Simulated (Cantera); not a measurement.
Input: 1 mol (CH₃)₂SiCl₂, 0.4 mol C₂H₂, 150 mol H₂, 0.087 mol C₂H₄, held at 443 Torr.

These are equilibrium values from Cantera (NASA tables, ideal gas, pure condensed phases), not measurements of a reactor. Candidate condensed phases: C, C₆H₆, C₇H₈, C₈H₁₈, Si, SiC; 109 gas species. The feed counts by its element totals alone. The numbers say what is thermodynamically allowed, not how fast it happens. All values below are at 1652 °C.

Base state: H₂ 0.985, HCl 0.0129, H 0.00124, C₂H₂ (acetylene) 0.000451, CH₄ 0.000299, SiCl₂ 1.82e-5, Cl 1.22e-5 (mole fractions); condensed: C(graphite) + SiC(s).

What changes in the equilibrium state with this change: H₂ from 150 to 2.6 mol?


```csv
species,before,after
H₂,0.985,0.731
HCl,0.0129,0.257
SiCl₂,1.82e-5,0.00971
SiCl₄,<1e-9,6.11e-5
SiCl₃,5.48e-8,0.000677
SiHCl₃,5.46e-9,5.82e-5
"C(graphite), mol",1.79,2.04
"SiC(s), mol",0.996,0.924
```
The tables' values for SiCl₃, SiCl are old estimates; treat these amounts as uncertain.
